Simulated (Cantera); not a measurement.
What does this Cantera script print?

```python
import numpy as np
import cantera as ct

gas_names = """
    N NO NO2 NO3 N2 N2O O O2 O3 Si SiN SiO SiO2 Si2 Si2N Si3
""".split()
cond_names = """
    Si(cr) Si(L) SiO2(Lqz) SiO2(hqz) SiO2(L) Si2N2O(s) Si3N4(a)
""".split()


# ... load() reads the species with a 1 bar reference pressure and builds the phases ...
atoms = {
    'Si': {'Si': 1},
    'N2O': {'N': 2, 'O': 1},
    'N2': {'N': 2},
}
top_T = {'Si2N2O(s)': 2100, 'Si3N4(a)': 2400}  # K; cautious upper limits of use, not melting points


# ... equilibrate(T, P, feed) seeds the gas with the atoms and calls Mixture.equilibrate('TP', solver="vcs", rtol=1e-11, max_steps=5000) ...
results = []
T = 1950  # K
P = 1333.22  # Pa
for m in [0.18, 0.5, 0.81, 1.1, 1.4, 1.7, 2.1, 2.4, 2.7]:
    feed = {'Si': 1, 'N2O': m, 'N2': 2.6}  # mol
    mix = equilibrate(T, P, feed)
    results.append((T, P, feed, dict(zip(mix.species_names, mix.species_moles))))

top = {s: max(r[3][s] / sum(r[3][g] for g in gas_names) for r in results) for s in gas_names}
cols = sorted((s for s in top if top[s] > 1e-06), key=lambda s: -top[s])[:5]
seen = [c for c in cond_names if any(r[3].get(c, 0) > 1e-12 for r in results)]
print("log10 of partial pressures in bar; condensed amounts in mol")
print(f"{'n(N2O)':>10s}" + "".join(f"{s[:9]:>10s}" for s in cols + seen))
for T, P, feed, n in results:
    ng = sum(n[g] for g in gas_names)
    print(f"{feed['N2O']:10.4g}" + "".join(f"{np.log10(max(n[s] / ng * P / 1e5, 1e-99)):10.3f}" for s in cols)
          + "".join(f"{n.get(c, 0):10.4g}" for c in seen))
```

Result:

```
log10 of partial pressures in bar; condensed amounts in mol
    n(N2O)        N2       SiO        O2        NO        Si     Si(L)   SiO2(L)
      0.18    -1.903    -3.092   -19.806   -12.641    -4.623    0.8139         0
       0.5    -1.941    -2.733   -19.089   -12.301    -4.623    0.4926         0
      0.81    -1.969    -2.593   -18.808   -12.175    -4.623    0.1814         0
       1.1    -1.970    -2.584   -11.231    -8.387    -8.403         0   0.09996
       1.4    -1.936    -2.760   -10.878    -8.194    -8.755         0       0.4
       1.7    -1.904    -3.061   -10.276    -7.877    -9.357         0       0.7
       2.1    -1.880    -6.252    -3.895    -4.674   -15.739         0    0.9998
       2.4    -1.893    -6.543    -3.312    -4.389   -16.321         0    0.9998
       2.7    -1.904    -6.649    -3.100    -4.289   -16.533         0    0.9999
```

Method: chemical equilibrium by Gibbs-energy minimisation in Cantera with the NASA 1993 tables (ideal gas, pure condensed phases). The tables' values for SiN are old estimates; treat these amounts as uncertain. The tables hold silica as quartz up to 1696 K and as liquid above; real silica turns to tridymite and cristobalite and melts near 1996 K.
